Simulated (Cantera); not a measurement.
A closed system holds: 1 mol SiCl4, 2.8 mol H2, equilibrated at 1775 K and 1.33 mbar.

Cantera equilibrium calculation (NASA polynomials, part measured and part estimated; ideal gas, pure solids and liquids). The tables' values for SiCl3, SiCl are old estimates; treat these amounts as uncertain. Kinetics and transport are ignored.

```json
[
 {"species": "HCl", "before": "0.409", "after": "0.408"},
 {"species": "H2", "before": "0.374", "after": "0.380"},
 {"species": "SiCl2", "before": "0.204", "after": "0.201"},
 {"species": "SiCl3", "before": "0.00281", "after": "0.00716"},
 {"species": "Si", "before": "0.000234", "after": "3.44e-5"},
 {"species": "SiHCl3", "before": "1.41e-5", "after": "9.48e-5"},
 {"species": "SiCl4", "before": "6.55e-5", "after": "0.000432"},
 {"species": "Cl", "before": "0.00407", "after": "0.00154"},
 {"species": "SiCl", "before": "0.000575", "after": "0.000219"},
 {"species": "H", "before": "0.00485", "after": "0.00187"}
]
```
Gas species are given as mole fractions.

Question: Which change was made?
A) temperature from 1775 K to 2373.15 K
B) SiCl4 replaced by SiHCl3
C) H2 from 2.8 to 520 mol
D) pressure from 1.33 mbar to 9.10 mbar

Answer: D, pressure from 1.33 mbar to 9.10 mbar
